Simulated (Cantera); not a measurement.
## Fluorocarbon and chlorocarbon gases: CF₄ + H₂

Input: 1 mol CF₄, a varied amount of H₂, held at 1448.15 K and 100000 Pa.

These are equilibrium values from Cantera (NASA tables, ideal gas, pure condensed phases), not measurements of a reactor. Candidate condensed phases: C, C₆H₆, C₇H₈, C₈H₁₈; 95 gas species. Gases not in the tables: C₂F₆ and larger saturated fluorocarbons. The numbers say what is thermodynamically allowed, not how fast it happens.

```
n(H₂) (mol)   x HF   x CF₄     x H₂     x CH₄     x CF₂    x CHF₃    x CF₃  n C(graphite)
-----------  -----  ------  -------  --------  --------  --------  -------  -------------
0.16         0.258   0.742  3.63e-9    <1e-12   1.65e-5   8.65e-6  1.31e-5         0.0800
0.22         0.331   0.669  6.28e-9    <1e-12   1.57e-5   1.05e-5  1.21e-5          0.110
0.3          0.414   0.586  1.05e-8    <1e-12   1.47e-5   1.23e-5  1.10e-5          0.150
0.43         0.523   0.477  1.86e-8    <1e-12   1.32e-5   1.41e-5  9.39e-6          0.215
0.59         0.626   0.374  3.01e-8    <1e-12   1.17e-5   1.49e-5  7.82e-6          0.295
0.83         0.739   0.261  5.03e-8    <1e-12   9.78e-6   1.47e-5  5.96e-6          0.415
1.2          0.857   0.143  9.12e-8    <1e-12   7.24e-6   1.26e-5  3.80e-6          0.600
1.6          0.941  0.0588  1.71e-7    <1e-12   4.65e-6   8.88e-6  1.95e-6          0.800
2.3          0.930  <1e-12   0.0697   1.62e-5  1.12e-11  2.11e-11   <1e-12          1.000
3.2          0.769  <1e-12    0.230  0.000177  2.31e-12  3.61e-12   <1e-12          0.999
4.4          0.625  <1e-12    0.374  0.000467    <1e-12  1.19e-12   <1e-12          0.997
6.1          0.494  <1e-12    0.505  0.000850    <1e-12    <1e-12   <1e-12          0.993
```
x: gas mole fraction; n: condensed amount in mol.

From 0.16 mol H₂ to 6.1 mol H₂ the condensed part is C(graphite). The main C-bearing gas is CF₄ at 0.16 mol H₂ and CH₄ at 6.1 mol H₂. The share of C in condensed phases is highest at 2.3 mol H₂ (100.0 %) and lowest at 0.16 mol H₂ (8.0 %).
